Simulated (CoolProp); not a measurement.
Vapour-liquid equilibrium of fluoroethane (R161) (1) + R1234yf (2) at -15.55 °C; x and y are mole fractions of (1).

The numbers come from the multi-fluid Helmholtz-energy mixture model, Wu 2012 and Lemmon 2022; pair parameters Bell 2016 in CoolProp.

Q: Give the bubble pressure and the first vapour's composition at x = 0.8, 0.875, 0.95. Is there an azeotrope?

A: x = 0.8: 2.432 bar, y = 0.835; x = 0.875: 2.471 bar, y = 0.896; x = 0.95: 2.506 bar, y = 0.958. No azeotrope shows between x = 0.05 and 0.95.

Pair parameters are fitted to limited data, so mixtures are less certain than the pure fluids.
